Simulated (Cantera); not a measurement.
**Silicates and aluminates: SiO2 + Al2O3 + H2O**

A closed system holds: 1 mol SiO2, 0.12 mol Al2O3, 0.74 mol H2O, held at 0.00133 bar.

Method: chemical equilibrium by Gibbs-energy minimisation in Cantera with the NASA 1993 tables (ideal gas, pure condensed phases). Candidate condensed phases: Al, Al2O3, Al2SiO5, Al6Si2O13, H2O, Si, SiO2; 28 gas species. Mutual solubility and eutectic melting of coexisting phases are not modelled. The tables hold silica as quartz up to 1696 K and as liquid above; real silica turns to tridymite and cristobalite and melts near 1996 K. Condensed phases not in the tables: alloys, solid solutions and most ternary compounds. Kinetics and transport are ignored.

```tsv
T (°C)	x H2O	x H2	x O2	x OH	x H	x O	x SiO	n Al2SiO5(andalusite)	n SiO2(β-quartz)	n Al6Si2O13(mullite)	n SiO2(condensed)
975	1.000	0.000120	5.72e-5	1.19e-5	1.40e-7	1.38e-8	<1e-12	0.120	0.880	0	0
1025	1.000	0.000223	0.000105	2.54e-5	4.39e-7	4.80e-8	<1e-12	0	0.920	0.0400	0
1075	0.999	0.000397	0.000186	5.12e-5	1.26e-6	1.52e-7	3.77e-12	0	0.920	0.0400	0
1125	0.999	0.000676	0.000314	9.82e-5	3.37e-6	4.45e-7	3.65e-11	0	0.920	0.0400	0
1175	0.998	0.00111	0.000512	0.000180	8.42e-6	1.21e-6	3.01e-10	0	0.920	0.0400	0
1225	0.997	0.00177	0.000809	0.000316	1.98e-5	3.07e-6	2.15e-9	0	0.920	0.0400	0
1275	0.995	0.00273	0.00124	0.000537	4.41e-5	7.35e-6	1.35e-8	0	0.920	0.0400	0
1325	0.993	0.00410	0.00185	0.000880	9.34e-5	1.67e-5	7.56e-8	0	0.920	0.0400	0
1375	0.990	0.00601	0.00268	0.00140	0.000189	3.59e-5	3.80e-7	0	0.920	0.0400	0
1425	0.985	0.00860	0.00381	0.00216	0.000367	7.40e-5	1.73e-6	0	0	0.0400	0.920
```
x: gas mole fraction; n: condensed amount in mol.

At 975 °C the condensed part is Al2SiO5(andalusite) + SiO2(β-quartz). From 1025 °C to 1375 °C the condensed part is Al6Si2O13(mullite) + SiO2(β-quartz). At 1425 °C the condensed part is Al6Si2O13(mullite) + SiO2(condensed).
